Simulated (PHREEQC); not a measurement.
A PHREEQC speciation (ion-association model, phreeqc.dat) at 25 °C gives pH 2.90 and these molalities:

| species | mol/kgw |
|---|---|
| Na+ | 0.281 |
| SO4-2 | 0.132 |
| AlSO4+ | 0.0629 |
| Al(SO4)2- | 0.0535 |
| NaSO4- | 0.0393 |
| Al+3 | 0.00556 |
| HSO4- | 0.00454 |
| H+ | 0.00167 |
| AlOH+2 | 1.67e-5 |
| AlHSO4+2 | 1.62e-5 |

**Question.** What are the element totals, and what could have been dissolved in 1 kg of water to give them?

**Answer.** One answer among several that fit: totals Al 0.122, Na 0.320, S(6) 0.346 mol/kgw, from 3.1 mmol/kgw H2SO4, 61 mmol/kgw Al2(SO4)3 and 160 mmol/kgw Na2SO4.

No solid was allowed to form.
